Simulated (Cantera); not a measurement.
A closed system holds: 1 mol Na₂CO₃, 6.2 mol CO₂, 0.53 mol H₂O, held at 1.00 bar.

Equilibrium computed with Cantera from the NASA thermochemical tables; the gas is ideal and each condensed phase is pure. Candidate condensed phases: C, C₆H₆, C₇H₈, C₈H₁₈, H₂O, Na, NaOH, NaO₂, Na₂CO₃, Na₂O, Na₂O₂; 117 gas species. The numbers say what is thermodynamically allowed, not how fast it happens.

Q: At 1475 °C, list the 7 most abundant gas species with their mole fractions, and the condensed phases.

A: CO₂ 0.898, H₂O 0.0587, NaOH 0.0329, Na 0.00560, O₂ 0.00245, CO 0.00215, OH 0.000126. Condensed: Na₂CO₃(l).
